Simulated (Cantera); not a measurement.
Charge: 1 mol acetone, 0.32 mol CO2, 1.6 mol H2, at 100 Torr.

Cantera equilibrium calculation (NASA polynomials, part measured and part estimated; ideal gas, pure solids and liquids). Candidate condensed phases: C, C6H6, C7H8, C8H18, H2O; 110 gas species. The feed counts by its element totals alone. The numbers say what is thermodynamically allowed, not how fast it happens.

Question: At 2125 K, list the 4 most abundant gas species with their mole fractions, and the condensed phases.

Answer: H2 0.729, CO 0.262, H 0.00849, C2H2 (acetylene) 0.00122. Condensed: C(graphite).
